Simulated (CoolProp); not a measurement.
Vapour pressure (MPa) of R141b: the reference equation beside estimates from Tc = 477.5 K, pc = 4.212 MPa, ω = 0.220. Clausius-Clapeyron is anchored at 394 K with a constant enthalpy of vaporisation of 19.87 kJ/mol.

The numbers come from the reference Helmholtz-energy equation of state, Lemmon 2006 in CoolProp. It is a short technical equation, of lower accuracy than the large ones.

| T (K) | reference | Lee-Kesler | Clausius-Clapeyron | van der Waals | Soave-Redlich-Kwong | Peng-Robinson |
|---|---|---|---|---|---|---|
| 375.7 | 0.7167 | 0.7181 | 0.7819 | 1.494 | 0.7208 | 0.7124 |
| 380.3 | 0.7919 | 0.7934 | 0.8445 | 1.582 | 0.7972 | 0.7875 |
| 384.8 | 0.8711 | 0.8725 | 0.9089 | 1.670 | 0.8775 | 0.8666 |
| 389.4 | 0.9578 | 0.9593 | 0.9781 | 1.763 | 0.9656 | 0.9535 |
| 394 | 1.051 | 1.052 | 1.051 | 1.860 | 1.060 | 1.047 |
| 398.5 | 1.148 | 1.149 | 1.125 | 1.958 | 1.159 | 1.144 |
| 403.1 | 1.254 | 1.255 | 1.205 | 2.061 | 1.267 | 1.251 |
| 407.7 | 1.367 | 1.368 | 1.288 | 2.167 | 1.382 | 1.365 |

Absolute difference from the reference over all 8 rows, mean and median: Lee-Kesler 0.1 and 0.1 %, Clausius-Clapeyron 4.2 and 4.1 %, van der Waals 81.8 and 80.5 %, Soave-Redlich-Kwong 0.8 and 0.8 %, Peng-Robinson 0.4 and 0.4 %.
